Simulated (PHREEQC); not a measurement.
Solution (20 °C): 100 mmol/kgw CdCl2, 12 mmol/kgw NaOH and 37 mmol/kgw MnSO4. Closed to the air; pH follows from the charge balance.

The numbers come from PHREEQC with the ion-association model, wateq4f.dat.

No solid was allowed to form.

Question: Predict the pH, ionic strength.

Answer: pH 8.94; ionic strength 0.215 mol/kgw.

Question: In which forms is Cl present?

Answer: Cl- 55 %, CdCl+ 25 %, CdCl2 11 %, CdOHCl 5.7 %, MnCl+ 1.8 %, CdCl3- 1.1 % of the Cl.

The solution is supersaturated, for example in CdOHCl, Cd(OH)2, so a real one may precipitate; this is no full list.
